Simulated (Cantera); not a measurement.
Input: 1 mol Si3N4, 3.8 mol N2O, 1.5 mol N2, equilibrated at 0.00825 Torr.

Method: chemical equilibrium by Gibbs-energy minimisation in Cantera with the NASA 1993 tables (ideal gas, pure condensed phases). Candidate condensed phases: Si, SiO2, Si2N2O, Si3N4; 16 gas species. Mutual solubility and eutectic melting of coexisting phases are not modelled. The tables hold silica as quartz up to 1696 K and as liquid above; real silica turns to tridymite and cristobalite and melts near 1996 K. Rates play no part.

### Question
Which condensed phases are stable at each of these points (T (°C)): 727, 802, 877, 952, 1027, 1102, 1177, 1252, 1327, 1402, 1477, 1552, 1627, 1702?

### Answer
```
T (°C)            condensed phases  Si condensed (%)
------  --------------------------  ----------------
727     SiO2(β-quartz) + Si2N2O(s)             100.0
802     SiO2(β-quartz) + Si2N2O(s)             100.0
877     SiO2(β-quartz) + Si2N2O(s)             100.0
952     SiO2(β-quartz) + Si2N2O(s)              99.8
1027    SiO2(β-quartz) + Si2N2O(s)              95.9
1102                SiO2(β-quartz)              26.7
1177                SiO2(β-quartz)              26.7
1252                SiO2(β-quartz)              26.7
1327                SiO2(β-quartz)              26.7
1402                SiO2(β-quartz)              26.7
1477               SiO2(condensed)              26.6
1552               SiO2(condensed)              25.4
1627                      gas only               0.0
1702                      gas only               0.0
```

From 727 °C to 1027 °C the condensed part is SiO2(β-quartz) + Si2N2O(s). From 1102 °C to 1402 °C the condensed part is SiO2(β-quartz). From 1477 °C to 1552 °C the condensed part is SiO2(condensed). From 1627 °C to 1702 °C nothing is condensed.
